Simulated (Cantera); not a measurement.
Input (Python, Cantera) and output of one run.

```python
import numpy as np
import cantera as ct

gas_names = """
    AL ALC ALH ALN AL2 C CH CH2 CH3 CH4 CN C2 C2H C2H2,acetylene C2H2,vinylidene C2H3,vinyl CH3CN C2H4
    C2H5 C2H6 CCN CNC C2N2 C3 C3H3,propargyl C3H4,allene C3H4,propyne C3H4,cyclo- C3H5,allyl
    C3H6,propylene C3H6,cyclo- C3H7,n-propyl C3H7,i-propyl C3H8 C4 C4H2 C4H4,1,3-cyclo- C4H6,butadiene
    C4H6,2-butyne C4H6,cyclo- C4H8,1-butene C4H8,cis2-buten C4H8,tr2-butene C4H8,isobutene C4H8,cyclo-
    C4H9,n-butyl C4H9,i-butyl C4H9,s-butyl C4H9,t-butyl C4H10,isobutane C4H10,n-butane C4N2 C5
    C5H6,1,3cyclo- C5H8,cyclo- C5H10,1-pentene C5H10,cyclo- C5H11,pentyl C5H11,t-pentyl C5H12,n-pentane
    C5H12,i-pentane CH3C(CH3)2CH3 C6H2 C6H5,phenyl C6H6 C6H10,cyclo- C6H12,1-hexene C6H12,cyclo-
    C6H13,n-hexyl C7H7,benzyl C7H8 C7H14,1-heptene C7H15,n-heptyl C7H16,n-heptane C8H8,styrene
    C8H10,ethylbenz C8H16,1-octene C8H17,n-octyl C8H18,isooctane C8H18,n-octane C9H19,n-nonyl
    C10H8,naphthale C10H21,n-decyl C12H9,o-bipheny C12H10,bipheny H HCN HCCN HNC H2 N NH NH2 NH3 N2 N2H2
    N2H4
""".split()
cond_names = """
    AL(cr) AL(L) ALN(s) C(gr) C6H6(L) C7H8(L) C8H18(L),n-octa
""".split()


def load(file, names, dense=False):
    # The tables refer to 1 bar. Condensed volumes are neglected.
    table = {s.name: s for s in ct.Species.list_from_file(file)}
    out = []
    for n in names:
        d = dict(table[n].input_data)
        d["thermo"] = dict(d["thermo"], **{"reference-pressure": 1e5})
        if dense:
            d["equation-of-state"] = {"model": "constant-volume", "density": "1e6 g/cm^3"}
        out.append(ct.Species.from_dict(d))
    return out


gas = ct.Solution(thermo="ideal-gas", species=load("nasa_gas.yaml", gas_names))
cond = {s.name: ct.Solution(thermo="fixed-stoichiometry", species=[s], name=s.name)
        for s in load("nasa_condensed.yaml", cond_names, dense=True)}
atoms = {
    'Al(CH3)3': {'AL': 1, 'C': 3, 'H': 9},
    'NH3': {'N': 1, 'H': 3},
    'N2': {'N': 2},
}
top_T = {'ALN(s)': 2750, 'C(gr)': 4500}  # K; cautious upper limits of use, not melting points


def equilibrate(T, P, feed):
    n = {}
    for name, mol in feed.items():
        for a, k in atoms[name].items():
            n[a] = n.get(a, 0.0) + k * mol
    gas.TPX = T, P, n
    mass = sum(n.values()) * gas.mean_molecular_weight
    gas.equilibrate("TP")
    valid = [c for c in cond.values() if c.min_temp <= T <= top_T.get(c.name, c.max_temp)]
    mix = ct.Mixture([(gas, mass / gas.mean_molecular_weight)] + [(c, 0.0) for c in valid])
    mix.T, mix.P = T, P
    mix.equilibrate("TP", solver="vcs", rtol=1e-11, max_steps=5000)
    return mix


results = []
T = 2148.15  # K
P = 14000  # Pa
for m in [4, 5.5, 7.6, 11, 15, 20, 28, 39, 54, 75, 100, 140]:
    feed = {'Al(CH3)3': 1, 'NH3': 1.2, 'N2': m}  # mol
    mix = equilibrate(T, P, feed)
    results.append((T, P, feed, dict(zip(mix.species_names, mix.species_moles))))
    x = sorted(zip(gas.X, gas.species_names), reverse=True)
    print(f"T = {T:g} K  P = {P:g} Pa  n(N2) = {m:g} mol  gas = {mix.phase_moles(0):.4g} mol")
    print("   x: " + "  ".join(f"{s} {v:.3e}" for v, s in x if v > 0.0001))
    print("   condensed (mol): " + ("  ".join(f"{mix.phase(i).name} {mix.phase_moles(i):.4g}"
          for i in range(1, mix.n_phases) if mix.phase_moles(i) > 1e-12) or "none"))
```

It prints:

```
T = 2148.15 K  P = 14000 Pa  n(N2) = 4 mol  gas = 10.59 mol
   x: H2 5.830e-01  N2 3.854e-01  HCN 1.202e-02  AL 8.601e-03  H 8.512e-03  C2H2,acetylene 1.117e-03  HNC 8.772e-04  ALH 5.076e-04
   condensed (mol): ALN(s) 0.9035  C(gr) 2.839
T = 2148.15 K  P = 14000 Pa  n(N2) = 5.5 mol  gas = 12.1 mol
   x: H2 5.090e-01  N2 4.605e-01  HCN 1.228e-02  H 7.954e-03  AL 7.868e-03  C2H2,acetylene 9.757e-04  HNC 8.961e-04  ALH 4.339e-04
   condensed (mol): ALN(s) 0.8996  C(gr) 2.817
T = 2148.15 K  P = 14000 Pa  n(N2) = 7.6 mol  gas = 14.21 mol
   x: N2 5.390e-01  H2 4.320e-01  HCN 1.224e-02  H 7.328e-03  AL 7.272e-03  HNC 8.931e-04  C2H2,acetylene 8.280e-04  ALH 3.695e-04
   condensed (mol): ALN(s) 0.8914  C(gr) 2.789
T = 2148.15 K  P = 14000 Pa  n(N2) = 11 mol  gas = 17.64 mol
   x: N2 6.264e-01  H2 3.467e-01  HCN 1.182e-02  AL 6.746e-03  H 6.564e-03  HNC 8.624e-04  C2H2,acetylene 6.644e-04  ALH 3.070e-04
   condensed (mol): ALN(s) 0.8755  C(gr) 2.752
T = 2148.15 K  P = 14000 Pa  n(N2) = 15 mol  gas = 21.68 mol
   x: N2 6.939e-01  H2 2.810e-01  HCN 1.120e-02  AL 6.410e-03  H 5.910e-03  HNC 8.172e-04  C2H2,acetylene 5.385e-04  ALH 2.626e-04
   condensed (mol): ALN(s) 0.8553  C(gr) 2.716
T = 2148.15 K  P = 14000 Pa  n(N2) = 20 mol  gas = 26.72 mol
   x: N2 7.497e-01  H2 2.269e-01  HCN 1.046e-02  AL 6.166e-03  H 5.311e-03  HNC 7.633e-04  C2H2,acetylene 4.349e-04  ALH 2.271e-04
   condensed (mol): ALN(s) 0.8291  C(gr) 2.676
T = 2148.15 K  P = 14000 Pa  n(N2) = 28 mol  gas = 34.8 mol
   x: N2 8.055e-01  H2 1.732e-01  HCN 9.474e-03  AL 5.949e-03  H 4.640e-03  HNC 6.913e-04  C2H2,acetylene 3.320e-04  ALH 1.914e-04
   condensed (mol): ALN(s) 0.7863  C(gr) 2.622
T = 2148.15 K  P = 14000 Pa  n(N2) = 39 mol  gas = 45.9 mol
   x: N2 8.503e-01  H2 1.304e-01  HCN 8.445e-03  AL 5.790e-03  H 4.026e-03  HNC 6.162e-04  C2H2,acetylene 2.499e-04  ALH 1.616e-04
   condensed (mol): ALN(s) 0.7268  C(gr) 2.56
T = 2148.15 K  P = 14000 Pa  n(N2) = 54 mol  gas = 61.03 mol
   x: N2 8.853e-01  H2 9.723e-02  HCN 7.442e-03  AL 5.674e-03  H 3.476e-03  HNC 5.430e-04  C2H2,acetylene 1.864e-04  ALH 1.368e-04
   condensed (mol): ALN(s) 0.6452  C(gr) 2.489
T = 2148.15 K  P = 14000 Pa  n(N2) = 75 mol  gas = 82.22 mol
   x: N2 9.128e-01  H2 7.146e-02  HCN 6.478e-03  AL 5.588e-03  H 2.980e-03  HNC 4.727e-04  C2H2,acetylene 1.370e-04  ALH 1.155e-04
   condensed (mol): ALN(s) 0.5309  C(gr) 2.404
T = 2148.15 K  P = 14000 Pa  n(N2) = 100 mol  gas = 107.4 mol
   x: N2 9.314e-01  H2 5.413e-02  HCN 5.695e-03  AL 5.532e-03  H 2.594e-03  HNC 4.156e-04  C2H2,acetylene 1.037e-04
   condensed (mol): ALN(s) 0.3948  C(gr) 2.319
T = 2148.15 K  P = 14000 Pa  n(N2) = 140 mol  gas = 147.8 mol
   x: N2 9.481e-01  H2 3.880e-02  AL 5.483e-03  HCN 4.865e-03  H 2.196e-03  HNC 3.550e-04
   condensed (mol): ALN(s) 0.1771  C(gr) 2.203
```

Equilibrium computed with Cantera from the NASA thermochemical tables; the gas is ideal and each condensed phase is pure. The feed counts by its element totals alone.
